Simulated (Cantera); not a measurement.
# Ignition delay

Mixture: 12.0 % CH₄, 18.5 % O₂, 69.5 % N₂, at 100000 Pa, adiabatic and at constant pressure. Ignition delay is the time to a rise of 400 K.

Detailed kinetics in Cantera: GRI-Mech 3.0 (53 species, 325 reactions).

| T0 (K) | delay (ms) |
|---|---|
| 1150 | 110 |
| 1250 | 26.3 |
| 1350 | 7.18 |
| 1450 | 2.22 |
| 1550 | 0.795 |
| 1650 | 0.331 |
| 1750 | 0.158 |
| 1850 | 0.0840 |
| 1950 | 0.0487 |

The apparent activation energy between 1750 and 1950 K is 170 kJ/mol.
